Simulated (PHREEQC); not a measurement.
Dissolve 0.084 mol HNO3 per kg of water at 25 °C. Closed to the air; pH follows from the charge balance.

The numbers come from PHREEQC with the ion-association model, phreeqc.dat.

This is a speciation only: nothing precipitates in the calculation.

Task: Estimate the pH.

Result: pH 1.16.
